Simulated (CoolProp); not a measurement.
The fluid at 424.7 K and 0.227 MPa flows at 0.095 m/s in a round tube of 100 mm bore and 45 µm roughness, fully developed (64/Re and Nu = 3.66 if laminar; Colebrook and Gnielinski if turbulent). The same conditions are run with several fluids, on thermodynamics alone (safety and materials aside).

Computed with CoolProp (reference Helmholtz-energy equation of state of each fluid (toluene: Lemmon 2006; R227EA: Lemmon 2016; R142b: Lemmon 2006)).

Problem. Rank toluene, R227EA, R142b by Reynolds number, highest first.

Solution. R227EA (6420), toluene (6210), R142b (4240)

```
fluid    Darcy friction factor  pressure drop (Pa/m)  heat-transfer coefficient (W/(m² K))  mass flow (kg/h)
-------  ---------------------  --------------------  ------------------------------------  ----------------
toluene                 0.0357                0.0102                                  4.42              17.0
R227EA                  0.0354                0.0178                                  4.74              29.9
R142b                   0.0397                0.0118                                  2.97              17.7
```

Transport values come from each fluid's own correlations; those of R227EA, R142b are estimates that may be off by 10 % or more.
